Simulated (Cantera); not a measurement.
Silicon nitride deposition: SiCl₄ + N₂

Charge: 1 mol SiCl₄, 4.5 mol N₂, at 823.15 K and 0.420 bar.

Cantera equilibrium calculation (NASA polynomials, part measured and part estimated; ideal gas, pure solids and liquids). Candidate condensed phases: Si, Si₃N₄; 13 gas species. Rates play no part.

x(N₂): 0.818
x(SiCl₄): 0.182
gas amount: 5.500 mol
log10 activity of Si(s) (absent): -17.94
